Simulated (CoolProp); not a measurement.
Vapour-liquid equilibrium of propane (1) + isohexane (2) at 310 kPa; x and y are mole fractions of (1).

Values from CoolProp's multi-fluid Helmholtz-energy mixture model, Lemmon 2009 and Lemmon 2006; pair parameters Bell 2016.

```json
[
 {"x": "0.05", "bubble temperature (°C)": "82.0", "y at the bubble point": "0.382", "dew temperature at overall composition x (°C)": "98.1", "liquid density (mol/L)": "6.999"},
 {"x": "0.125", "bubble temperature (°C)": "59.6", "y at the bubble point": "(withheld)", "dew temperature at overall composition x (°C)": "94.8", "liquid density (mol/L)": "(withheld)"},
 {"x": "0.2", "bubble temperature (°C)": "43.1", "y at the bubble point": "0.836", "dew temperature at overall composition x (°C)": "91.4", "liquid density (mol/L)": "(withheld)"},
 {"x": "0.275", "bubble temperature (°C)": "31.1", "y at the bubble point": "0.903", "dew temperature at overall composition x (°C)": "87.7", "liquid density (mol/L)": "8.301"},
 {"x": "0.35", "bubble temperature (°C)": "22.0", "y at the bubble point": "(withheld)", "dew temperature at overall composition x (°C)": "83.8", "liquid density (mol/L)": "8.683"},
 {"x": "0.425", "bubble temperature (°C)": "14.9", "y at the bubble point": "0.959", "dew temperature at overall composition x (°C)": "79.5", "liquid density (mol/L)": "(withheld)"},
 {"x": "0.5", "bubble temperature (°C)": "9.2", "y at the bubble point": "0.972", "dew temperature at overall composition x (°C)": "74.8", "liquid density (mol/L)": "9.446"},
 {"x": "0.575", "bubble temperature (°C)": "4.4", "y at the bubble point": "0.981", "dew temperature at overall composition x (°C)": "69.6", "liquid density (mol/L)": "9.839"},
 {"x": "0.65", "bubble temperature (°C)": "0.4", "y at the bubble point": "0.987", "dew temperature at overall composition x (°C)": "63.6", "liquid density (mol/L)": "10.24"},
 {"x": "0.725", "bubble temperature (°C)": "-3.1", "y at the bubble point": "0.991", "dew temperature at overall composition x (°C)": "56.6", "liquid density (mol/L)": "10.67"},
 {"x": "0.8", "bubble temperature (°C)": "-6.2", "y at the bubble point": "0.994", "dew temperature at overall composition x (°C)": "48.1", "liquid density (mol/L)": "11.11"},
 {"x": "0.875", "bubble temperature (°C)": "-9.0", "y at the bubble point": "0.997", "dew temperature at overall composition x (°C)": "(withheld)", "liquid density (mol/L)": "11.57"},
 {"x": "0.95", "bubble temperature (°C)": "-11.6", "y at the bubble point": "0.999", "dew temperature at overall composition x (°C)": "(withheld)", "liquid density (mol/L)": "12.05"}
]
```

Task: What belongs in the gaps?

Result: 
- 0.125, y at the bubble point: 0.695
- 0.125, liquid density (mol/L): 7.477
- 0.2, liquid density (mol/L): 7.904
- 0.35, y at the bubble point: 0.939
- 0.425, liquid density (mol/L): 9.063
- 0.875, dew temperature at overall composition x (°C): 36.7
- 0.95, dew temperature at overall composition x (°C): 18.3

No azeotrope shows between x = 0.05 and 0.95.

The pair parameters rest on a limited set of measurements; away from them the model extrapolates.
